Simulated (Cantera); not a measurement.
A freely propagating, adiabatic, planar premixed flame of CH4 : O2 : N2 = 1 : 2.2 : 8.26 (molar parts), equivalence ratio 0.91, unburnt at 425 K and 90.0 Torr; mixture-averaged transport, grid criteria slope 0.08 and curve 0.16, no radiation.

Computed with Cantera and GRI-Mech 3.0 (53 species, 325 reactions). Burning velocities carry a grid error of a few per cent, more on coarse grids.

Task: What does this change do: inlet temperature 425 to 523 K?

Result: 
| quantity | before | after |
|---|---|---|
| laminar burning velocity | 101 cm/s | 144 cm/s |
| thermal thickness | 2.44 mm | 2.30 mm |
| peak x(H2O2) | 4.50e-6 | 2.41e-6 |
| peak x(HO2) | 0.000136 | 0.000150 |
| peak x(CO) | 0.0507 | 0.0525 |

Task: What does this change do: O2 2.2 to 1.7 parts?

Result: 
```csv
quantity,before,after
laminar burning velocity,101 cm/s,68.0 cm/s
thermal thickness,2.44 mm,3.04 mm
peak x(H2O2),4.50e-6,3.31e-6
peak x(HO2),0.000136,7.81e-5
peak x(CO),0.0507,0.0548
```
